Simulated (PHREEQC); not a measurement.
# Nickel, zinc or cadmium bath (model solution)

Make-up at 55 °C: 160 mmol/kgw Ni(NO3)2 and 22 mmol/kgw H2SO4. Closed to the air; pH follows from the charge balance.

Equilibrium calculation in PHREEQC: ion-association model, wateq4f.dat.

Each row changes one thing in this solution. No solid was allowed to form.

| case | pH | ionic strength (mol/kgw) | HSO4- (mol/kgw) | SO4-2 (mol/kgw) |
|---|---|---|---|---|
| as made | 1.57 | 0.495 | 0.00813 | 0.00513 |
| diluted 10-fold with water | 2.47 | 0.0508 | 0.000391 | 0.00106 |
| Ni(NO3)2 replaced by Fe(NO3)3 at the same molality | 1.24 | 0.864 | 0.00139 | 0.000495 |
| 0.089 mol/kgw Zn(NO3)2 added | 1.56 | 0.757 | 0.00667 | 0.00471 |
| 0.26 mol/kgw ZnBr2 added | 1.56 | 1.14 | 0.00586 | 0.00473 |
| H2SO4 from 0.022 to 0.0242 mol/kgw | 1.53 | 0.497 | 0.00943 | 0.00548 |
| temperature from 55 to 25 °C | 1.53 | 0.495 | 0.00564 | 0.00640 |
| diluted 2-fold with water | 1.84 | 0.249 | 0.00350 | 0.00336 |
| Ni(NO3)2 from 0.16 to 0.8 mol/kgw | 1.52 | 2.38 | 0.00113 | 0.00111 |

The ionic strength passes 0.7 mol/kgw, the rough limit of the ion-association models, in Ni(NO3)2 replaced by Fe(NO3)3 at the same molality; 0.089 mol/kgw Zn(NO3)2 added; 0.26 mol/kgw ZnBr2 added; Ni(NO3)2 from 0.16 to 0.8 mol/kgw. Complexes and solids missing from the database can't appear. Some of these states are supersaturated (in Hematite (slow to form), Goethite (slow to form), for instance). Away from 25 °C the constants follow the database's enthalpies or fits; those with neither stay at their 25 °C values.
